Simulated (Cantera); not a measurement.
Charge: 1 mol H₂S, 1.4 mol O₂, at 2252 °C and 0.330 bar.

Method: chemical equilibrium by Gibbs-energy minimisation in Cantera with the NASA 1993 tables (ideal gas, pure condensed phases). Candidate condensed phases: H₂O, H₂SO₄, S; 19 gas species. The numbers say what is thermodynamically allowed, not how fast it happens.

Base state: SO₂ 0.429, H₂O 0.417, H₂ 0.0557, SO 0.0550, OH 0.0184, H 0.0115, O₂ 0.00762, O 0.00249 (mole fractions); condensed: gas only.

### Question
What changes in the equilibrium state with this change: H₂S replaced by PH₃?

### Answer
| species | before | after |
|---|---|---|
| H₂O | 0.417 | 0.414 |
| PO₂ | 0 | 0.280 |
| H₂ | 0.0557 | 0.160 |
| SO₂ | 0.429 | 0 |
| PO | 0 | 0.113 |
| SO | 0.0550 | 0 |
| OH | 0.0184 | 0.0108 |
| H | 0.0115 | 0.0195 |
| S | 0.00176 | 0 |
| SH | 0.000879 | 0 |
| S₂ | 0.000431 | 0 |
| H₂S | 0.000127 | 0 |
Gases not in the tables: HPO₂, HPO₃ and P₄O₆. Further candidate phases: P, P₄O₁₀.
